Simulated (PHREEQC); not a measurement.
Consider water at 20 °C with 0.87 mol KCl, 0.13 mol SrCl2 and 0.00026 mol H4SiO4 per kg of water. Closed to the air; pH follows from the charge balance.

Equilibrium calculation in PHREEQC: Pitzer model, pitzer.dat.

Question: The ionic strength comes out as 1.26 mol/kgw. What activity coefficients do K+, Cl-, Sr+2 get?

Answer: K+ 0.61, Cl- 0.59, Sr+2 0.21. Single-ion values are on the MacInnes scale.

This is a speciation only: nothing precipitates in the calculation. In brines, pH and single-ion activities rest on the MacInnes convention.
